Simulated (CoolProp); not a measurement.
Vapour-liquid equilibrium of C2F6 (R116) (1) + propane (2) at 268.7 K; x and y are mole fractions of (1).

Computed with CoolProp (multi-fluid Helmholtz-energy mixture model, Lemmon 2006 and Lemmon 2009; pair parameters Bell 2016).

Task: Give the bubble pressure and the first vapour's composition at x = 0.15, 0.45, 0.95. Is there an azeotrope?

Result: x = 0.15: 10.05 bar, y = 0.582; x = 0.45: 13.45 bar, y = 0.710; x = 0.95: 16.26 bar, y = 0.955. No azeotrope shows between x = 0.05 and 0.95.

Pair parameters are fitted to limited data, so mixtures are less certain than the pure fluids. With so large a gap from Raoult's law the liquid may split in two, which this calculation doesn't test in full.
